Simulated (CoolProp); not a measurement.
The numbers come from the reference Helmholtz-energy equation of state, Lemmon 2006 in CoolProp. It is a short technical equation, of lower accuracy than the large ones.

Task: Give the vapour pressure (MPa), liquid density (kg/m³), vapour density (kg/m³), enthalpy of vaporisation (kJ/kg) of saturated isohexane at 102.65, 188.85 °C.

Result: 
| T (°C) | p (MPa) | liquid density (kg/m³) | vapour density (kg/m³) | enthalpy of vaporisation (kJ/kg) |
|---|---|---|---|---|
| 102.65 | 0.329 | 570 | 10.2 | 289 |
| 188.85 | 1.77 | 441 | 63.3 | 177 |
